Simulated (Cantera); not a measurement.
Feed: 1 mol Cu, 0.3 mol NH3, 160 mol N2, at 5.80 mbar.

These are equilibrium values from Cantera (NASA tables, ideal gas, pure condensed phases), not measurements of a reactor. Candidate condensed phases: Cu; 11 gas species. The numbers say what is thermodynamically allowed, not how fast it happens.

Question: At 1398 K, list the 3 most abundant gas species with their mole fractions, and the condensed phases.

Answer: N2 0.997, H2 0.00280, Cu 0.000224. Condensed: Cu(l).
